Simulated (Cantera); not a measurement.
Standard-state values (1 bar) from the NASA 1993 polynomials, evaluated with Cantera. Values are per mole of reaction as written; species without (g) are pure solids or liquids, kept so even where they would boil at 1 bar. TiC: taken at fixed stoichiometry.

C2H4(g) + 2 Ti → 2 H2(g) + 2 TiC

```
T (K)  ΔH° (kJ)  ΔS° (J/K)  ΔG° (kJ)  log10 K  condensed phases
-----  --------  ---------  --------  -------  ----------------
1823          ?          ?         ?        ?     Ti(β), TiC(s)
2023     -447.1       35.2    -518.3    13.38     Ti(l), TiC(s)
2223          ?          ?         ?        ?     Ti(l), TiC(s)
2423     -456.0       31.2    -531.5    11.46     Ti(l), TiC(s)
2623     -459.3       29.9    -537.6    10.71     Ti(l), TiC(s)
```

Q: Complete the blanks.

A: 
- 1823, ΔH° (kJ): -414.5
- 1823, ΔS° (J/K): 52.0
- 1823, ΔG° (kJ): -509.3
- 1823, log10 K: 14.59
- 2223, ΔH° (kJ): -451.9
- 2223, ΔS° (J/K): 33.0
- 2223, ΔG° (kJ): -525.1
- 2223, log10 K: 12.34
